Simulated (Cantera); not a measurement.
Input: 1 mol Al, 0.48 mol I2, 0.13 mol O2, 0.044 mol HI, held at 0.0610 bar.

Equilibrium computed with Cantera from the NASA thermochemical tables; the gas is ideal and each condensed phase is pure. Candidate condensed phases: Al, AlI3, Al2O3, H2O, I2; 25 gas species. Mutual solubility and eutectic melting of coexisting phases are not modelled. Kinetics and transport are ignored. All values below are at 1075 K.

Base state: AlI3 0.642, AlI 0.309, H2 0.0489, HI 0.000247, Al2I6 0.000120, I 9.43e-5 (mole fractions); condensed: Al(l) + Al2O3(s).

**Question.** What changes in the equilibrium state with this change: HI from 0.044 to 0.018 mol?

**Answer.** 
```
species          before     after
-------------  --------  --------
AlI3              0.642     0.666
AlI               0.309     0.313
H2               0.0489    0.0212
HI             0.000247  0.000165
Al2I6          0.000120  0.000130
I               9.43e-5   9.54e-5
Al(l), mol        0.400     0.412
Al2O3(s), mol    0.0867    0.0867
```
